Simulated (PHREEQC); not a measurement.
# Acid mine or pickling water

Model water analysis in mmol/kgw, 90 °C, pH 1.84, pe 11.4:

| constituent | mmol/kgw |
|---|---|
| Na | 2.08 |
| K | 0.00269 |
| Ca | 1.48 |
| Mg | 0.875 |
| Cl | 2.62 |
| S(6) | 16.7 |
| Ni | 0.00288 |
| Al | 0.0702 |
| Zn | 0.0189 |
| Br | 0.00816 |

Valence states are taken as typed.

All values are PHREEQC results (ion-association model, wateq4f.dat), not measurements.

The ionic strength comes out as 0.0264 mol/kgw, the total alkalinity is -29.9 meq/kg and the charge-balance error is 2.1 %.

```csv
species,molality,activity,log γ
H+,0.0167,0.0144,-0.063
HSO4-,0.0131,0.0110,-0.076
SO4-2,0.00284,0.00143,-0.299
Cl-,0.00262,0.00218,-0.079
Na+,0.00206,0.00173,-0.076
Ca+2,0.00112,0.000572,-0.294
Mg+2,0.000521,0.000269,-0.286
MgSO4,0.000354,0.000356,0.003
CaSO4,0.000266,0.000268,0.003
CaHSO4+,9.00e-5,7.54e-5,-0.077
AlSO4+,4.96e-5,4.16e-5,-0.076
NaSO4-,2.05e-5,1.73e-5,-0.073
Al+3,1.72e-5,4.62e-6,-0.571
Zn+2,1.45e-5,7.52e-6,-0.286
Br-,8.16e-6,6.83e-6,-0.077
ZnSO4,3.77e-6,3.79e-6,0.003
```

Precipitation was switched off in this run. At this temperature some constants are extrapolated from 25 °C, and those without enthalpy data are left unchanged.
